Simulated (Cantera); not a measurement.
Feed: 1 mol TiO2, a varied amount of H2, equilibrated at 1498 K and 0.120 Torr.

Equilibrium computed with Cantera from the NASA thermochemical tables; the gas is ideal and each condensed phase is pure. Candidate condensed phases: H2O, Ti, TiO, TiO2, Ti2O3, Ti3O5, Ti4O7; 12 gas species. Mutual solubility and eutectic melting of coexisting phases are not modelled. Condensed phases not in the tables: Magnéli phases beyond Ti4O7. Kinetics and transport are ignored.

log p: log10 of the partial pressure in bar; n: condensed amount in mol.

```csv
n(H2) (mol),log p H2,log p H2O,log p H,log p OH,log p TiO2,log p TiO,n TiO2(rutile),n Ti4O7(s),n Ti3O5(s)
0.34,-3.80,-5.60,-6.67,-10.02,-12.03,-13.05,0.979,[?],0
0.76,-3.80,-5.60,-6.67,-10.02,-12.03,-13.05,0.953,[?],0
1.7,-3.80,-5.60,-6.67,-10.02,-12.03,-13.05,0.894,[?],0
3.8,-3.80,-5.60,-6.67,-10.02,-12.03,-13.05,0.764,[?],0
8.6,-3.80,-5.60,-6.67,-10.02,-12.03,-13.05,0.465,[?],0
19,-3.80,-5.68,-6.67,-10.09,-12.05,-12.99,0,0.250,0
43,-3.80,-6.03,-6.66,-10.44,-12.14,-12.72,0,0.250,0
97,-3.80,-6.26,-6.66,-10.67,-12.20,-12.56,0,0,0.333
220,-3.80,-6.62,-6.66,-11.03,-12.32,-12.32,0,0,0.333
```

Fill in the missing entries.


- 0.34, n Ti4O7(s): 0.00528
- 0.76, n Ti4O7(s): 0.0118
- 1.7, n Ti4O7(s): 0.0264
- 3.8, n Ti4O7(s): 0.0591
- 8.6, n Ti4O7(s): 0.134
